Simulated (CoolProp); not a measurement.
Vapour-liquid equilibrium of R134a (1) + R1234ze(E) (2) at 10.05 °C; x and y are mole fractions of (1).

Model: multi-fluid Helmholtz-energy mixture model, Tillner-Roth 1994 and Thol 2016; pair parameters Bell 2022, in CoolProp.

### Question
Give the bubble pressure and the first vapour's composition at x = 0.5, 0.65, 0.95. Is there an azeotrope?

### Answer
x = 0.5: 0.3767 MPa, y = 0.562; x = 0.65: 0.3903 MPa, y = 0.696; x = 0.95: 0.4122 MPa, y = 0.956. No azeotrope shows between x = 0.05 and 0.95.

Pair parameters are fitted to limited data, so mixtures are less certain than the pure fluids.
